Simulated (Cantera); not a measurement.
A closed system holds: 1 mol PbI₂, 100 mol H₂, held at 1450 °C and 0.000280 bar.

Method: chemical equilibrium by Gibbs-energy minimisation in Cantera with the NASA 1993 tables (ideal gas, pure condensed phases). Candidate condensed phases: I₂, Pb, PbI₂; 10 gas species. Rates play no part.

Base state: H₂ 0.960, I 0.0189, H 0.0107, Pb 0.00966, HI 0.000425 (mole fractions); condensed: gas only.

Q: What changes in the equilibrium state with this change: H₂ from 100 to 0.36 mol?

A: 
```csv
species,before,after
I,0.0189,0.590
Pb,0.00966,0.296
H₂,0.960,0.104
H,0.0107,0.00351
I₂,1.31e-8,1.28e-5
PbI,2.68e-6,0.00256
HI,0.000425,0.00436
```
